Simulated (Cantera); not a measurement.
## Gas activation for diamond growth

An isothermal, constant-pressure homogeneous reactor starts with 1.35 % CH4, 96.5 % H2, 2.12 % CO2, at 2400 K and 90.0 Torr.

Cantera simulation using GRI-Mech 3.0 (53 species, 325 reactions); the numbers are that mechanism's predictions, not measurements.

```
t (s)        x CH4   x H2     x CO2     x CH2     x C2H     x HO2
--------  --------  -----  --------  --------  --------  --------
1.00e-6     0.0135  0.965    0.0212   2.51e-9    <1e-12    <1e-12
5.01e-6     0.0134  0.965    0.0212   4.95e-8    <1e-12    <1e-12
2.51e-5     0.0131  0.964    0.0210   1.04e-6  1.98e-11  2.86e-12
0.000126    0.0115  0.954    0.0171   1.87e-5   3.57e-8  8.60e-12
0.000632   0.00454  0.928  0.000509   6.03e-5   4.11e-6  1.28e-11
0.00317   0.000583  0.923   7.47e-5   1.78e-5   8.41e-6  1.45e-11
0.0159    0.000171  0.920   5.72e-5   8.20e-6   3.16e-6  6.87e-12
0.0796     5.22e-7  0.916   4.43e-5   3.41e-8   4.41e-9  4.14e-12
0.399     2.47e-10  0.915   4.43e-5  1.65e-11    <1e-12  4.17e-12
2.00      2.47e-10  0.915   4.43e-5  1.65e-11    <1e-12  4.17e-12
```
x: mole fraction; the columns are a selection and need not sum to one.

Equilibrium at this temperature and pressure: CH4 2.78e-10, H2 0.915, CO2 4.43e-5, CH2 1.86e-11, C2H <1e-12, HO2 4.17e-12 (gas phase only).
